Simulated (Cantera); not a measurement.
# Premixed flame

A freely propagating, adiabatic, planar premixed flame of 25.8 % H2, 15.5 % O2, 58.6 % N2, unburnt at 525 K and 7.90 atm; mixture-averaged transport, grid criteria slope 0.08 and curve 0.16, no radiation.

Cantera simulation using the H2/O2 subset of GRI-Mech 3.0, which has no nitrogen chemistry; the numbers are that mechanism's predictions, not measurements. The hydrogen kinetics of GRI-Mech 3.0 are dated; newer H2 mechanisms differ, most at raised pressure. Burning velocities carry a grid error of a few per cent, more on coarse grids.

```csv
z (mm),T (K),u (m/s),x H2,x O2,x OH,x H2O,x HO2,x H2O2
-0.0991,525,3.24,0.258,0.156,<1e-8,3.64e-7,<1e-8,<1e-8
-0.0660,525,3.24,0.257,0.156,<1e-8,4.30e-6,1.04e-7,1.32e-8
-0.0495,526,3.24,0.255,0.156,<1e-8,2.81e-5,8.16e-7,1.06e-7
-0.0330,532,3.24,0.246,0.158,<1e-8,0.000343,1.33e-5,1.75e-6
-0.0165,649,3.78,0.205,0.162,3.60e-5,0.0112,0.000674,7.35e-5
-0.00826,988,5.57,0.153,0.148,0.000847,0.0552,0.00109,0.000160
0,1427,7.89,0.0929,0.112,0.00314,0.132,0.000567,3.74e-5
0.00826,1733,9.53,0.0487,0.0743,0.00759,0.197,0.000282,5.97e-6
0.0165,1909,10.5,0.0281,0.0540,0.0114,0.230,0.000155,3.87e-6
0.0330,2084,11.4,0.0162,0.0417,0.0137,0.252,7.34e-5,2.50e-6
0.0660,2221,12.0,0.00976,0.0371,0.0123,0.267,3.38e-5,1.65e-6
0.132,2306,12.4,0.00505,0.0350,0.00936,0.277,1.57e-5,1.12e-6
0.264,2345,12.6,0.00254,0.0344,0.00699,0.282,9.07e-6,8.53e-7
```
x: mole fraction of selected species; z is measured from the peak of heat release.

```
Property                     Result
------------------------  ---------
laminar burning velocity   324 cm/s
thermal thickness         0.0330 mm
peak x(OH)                   0.0138
peak x(HO2)                 0.00121
peak x(H2O2)               0.000161
grid points                     111
```
